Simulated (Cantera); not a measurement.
A diamond (100) surface in a fixed gas of H2 with x(CH4) = 0.0056, x(H) = 0.0081, at 1125 K, 113 Torr; coverages are run to steady state.

Model: the Harris–Goodwin 1993 mechanism for the reconstructed diamond (100) surface, integrated in Cantera.

θ: site fractions in the mechanism's names (c6HH fully hydrogenated, c6H* and c6*H radical sites, c6** diradical, c6HM methylated).

| x(CH3) | growth (µm/h) | θ c6HH | θ c6H* | θ c6*H | θ c6** | θ c6HM |
|---|---|---|---|---|---|---|
| 1e-06 | [?] | 0.493 | 0.0307 | 0.455 | 0.0210 | 3.67e-5 |
| 2.5e-06 | [?] | 0.493 | 0.0307 | 0.455 | 0.0210 | 9.17e-5 |
| 6.4e-06 | [?] | 0.493 | 0.0307 | 0.455 | 0.0209 | 0.000235 |
| 1.6e-05 | [?] | 0.492 | 0.0307 | 0.455 | 0.0209 | 0.000586 |
| 4.1e-05 | [?] | 0.492 | 0.0306 | 0.454 | 0.0209 | 0.00150 |
| 0.0001 | [?] | 0.490 | 0.0305 | 0.453 | 0.0208 | 0.00364 |
| 0.00026 | [?] | 0.486 | 0.0302 | 0.449 | 0.0205 | 0.00937 |
| 0.00065 | [?] | 0.476 | 0.0296 | 0.439 | 0.0198 | 0.0228 |
| 0.0016 | [?] | 0.454 | 0.0281 | 0.417 | 0.0183 | 0.0528 |

### Question
What belongs in the gaps?

### Answer

- 1e-06, growth (µm/h): 0.115
- 2.5e-06, growth (µm/h): 0.288
- 6.4e-06, growth (µm/h): 0.738
- 1.6e-05, growth (µm/h): 1.84
- 4.1e-05, growth (µm/h): 4.72
- 0.0001, growth (µm/h): 11.5
- 0.00026, growth (µm/h): 29.4
- 0.00065, growth (µm/h): 71.6
- 0.0016, growth (µm/h): 166
